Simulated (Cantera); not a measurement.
A Cantera script and what it prints.

```python
import numpy as np
import cantera as ct

gas_names = """
    H HNO HNO2 HNO3 HO2 H2 H2O H2O2 N NH NH2 NH3 NH2OH NO NO2 NO3 N2 N2H2 N2H4 N2O O OH O2 O3 Pb PbO Pb2
""".split()
cond_names = """
    H2O(s) H2O(L) Pb(cr) Pb(L) PbO(rd) PbO(yw) PbO(L) PbO2(s) Pb3O4(s)
""".split()


# ... load() reads the species with a 1 bar reference pressure and builds the phases ...
atoms = {
    'PbO': {'Pb': 1, 'O': 1},
    'H2': {'H': 2},
    'N2': {'N': 2},
}
top_T = {'Pb3O4(s)': 820}  # K; cautious upper limits of use, not melting points


# ... equilibrate(T, P, feed) seeds the gas with the atoms and calls Mixture.equilibrate('TP', solver="vcs", rtol=1e-11, max_steps=5000) ...
results = []
feed = {'PbO': 1, 'H2': 2.6, 'N2': 27}  # mol
P = 19  # Pa
for T in [748, 798, 848, 898, 948, 998, 1048, 1098, 1148, 1198, 1248]:
    mix = equilibrate(T, P, feed)
    results.append((T, P, feed, dict(zip(mix.species_names, mix.species_moles))))
    x = sorted(zip(gas.X, gas.species_names), reverse=True)
    print(f"T = {T:g} K  P = {P:g} Pa  gas = {mix.phase_moles(0):.4g} mol")
    print("   x: " + "  ".join(f"{s} {v:.3e}" for v, s in x if v > 0.0001))
    print("   condensed (mol): " + ("  ".join(f"{mix.phase(i).name} {mix.phase_moles(i):.4g}"
          for i in range(1, mix.n_phases) if mix.phase_moles(i) > 1e-12) or "none"))
```

It prints:

```
T = 748 K  P = 19 Pa  gas = 29.6 mol
   x: N2 9.121e-01  H2 5.405e-02  H2O 3.378e-02
   condensed (mol): Pb(L) 0.9986
T = 798 K  P = 19 Pa  gas = 29.61 mol
   x: N2 9.119e-01  H2 5.404e-02  H2O 3.377e-02  Pb 3.014e-04
   condensed (mol): Pb(L) 0.9911
T = 848 K  P = 19 Pa  gas = 29.65 mol
   x: N2 9.107e-01  H2 5.397e-02  H2O 3.373e-02  Pb 1.574e-03
   condensed (mol): Pb(L) 0.9533
T = 898 K  P = 19 Pa  gas = 29.8 mol
   x: N2 9.059e-01  H2 5.369e-02  H2O 3.355e-02  Pb 6.817e-03
   condensed (mol): Pb(L) 0.7968
T = 948 K  P = 19 Pa  gas = 30.37 mol
   x: N2 8.892e-01  H2 5.269e-02  H2O 3.293e-02  Pb 2.521e-02
   condensed (mol): Pb(L) 0.2346
T = 998 K  P = 19 Pa  gas = 30.6 mol
   x: N2 8.824e-01  H2 5.229e-02  H2O 3.268e-02  Pb 3.268e-02
   condensed (mol): none
T = 1048 K  P = 19 Pa  gas = 30.6 mol
   x: N2 8.824e-01  H2 5.229e-02  H2O 3.268e-02  Pb 3.268e-02
   condensed (mol): none
T = 1098 K  P = 19 Pa  gas = 30.6 mol
   x: N2 8.824e-01  H2 5.229e-02  H2O 3.268e-02  Pb 3.268e-02
   condensed (mol): none
T = 1148 K  P = 19 Pa  gas = 30.6 mol
   x: N2 8.824e-01  H2 5.229e-02  H2O 3.268e-02  Pb 3.268e-02
   condensed (mol): none
T = 1198 K  P = 19 Pa  gas = 30.6 mol
   x: N2 8.824e-01  H2 5.229e-02  H2O 3.268e-02  Pb 3.268e-02
   condensed (mol): none
T = 1248 K  P = 19 Pa  gas = 30.6 mol
   x: N2 8.823e-01  H2 5.228e-02  Pb 3.268e-02  H2O 3.268e-02
   condensed (mol): none
```

Equilibrium computed with Cantera from the NASA thermochemical tables; the gas is ideal and each condensed phase is pure.
